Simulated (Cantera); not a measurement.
What does this Cantera script print?

```python
import numpy as np
import cantera as ct

gas_names = """
    SiC2 SO3 Si2C COS O2
""".split()
cond_names = """

""".split()


# ... load() reads the species with a 1 bar reference pressure and builds the phases ...
species = {s.name: s for s in load("nasa_gas.yaml", gas_names) + load("nasa_condensed.yaml", cond_names)}
# Each term lists the table entries of one substance; the one whose range holds T is used.
reactions = {
    '2 SiC2(g) + 3 SO3(g) = Si2C(g) + 3 COS(g) + 3 O2(g)':
        [(-2, ['SiC2']), (-3, ['SO3']), (1, ['Si2C']), (3, ['COS']), (3, ['O2'])],
}


def pick(names, T):
    return next(species[n] for n in names if species[n].thermo.min_temp <= T <= species[n].thermo.max_temp)


results = []
for label, terms in reactions.items():
    print(label)
    print("     T/K   dH/kJ  dS/(J/K)   dG/kJ   log10 K")
    for T in [300, 1850, 1925, 2000, 2075, 2150]:
        used = [(nu, pick(names, T)) for nu, names in terms]
        dH = sum(nu * s.thermo.h(T) for nu, s in used) / 1e6
        dS = sum(nu * s.thermo.s(T) for nu, s in used) / 1e3
        dG = dH - T * dS / 1e3
        logK = -dG * 1e6 / (ct.gas_constant * T * np.log(10))
        results.append((label, T, dH, dS, dG, logK, [s.name for _, s in used]))
        print(f"{T:8g} {dH:8.1f} {dS:8.1f} {dG:8.1f} {logK:8.2f}")
```

It prints:

```
2 SiC2(g) + 3 SO3(g) = Si2C(g) + 3 COS(g) + 3 O2(g)
     T/K   dH/kJ  dS/(J/K)   dG/kJ   log10 K
     300     77.5    308.8    -15.1     2.63
    1850     68.8    304.0   -493.6    13.94
    1925     68.3    303.7   -516.4    14.01
    2000     67.9    303.5   -539.1    14.08
    2075     67.5    303.3   -561.9    14.14
    2150     67.1    303.2   -584.6    14.20
```

Standard-state values (1 bar) from the NASA 1993 polynomials, evaluated with Cantera. Condensed species are held in their standard states even where they would react or evaporate.
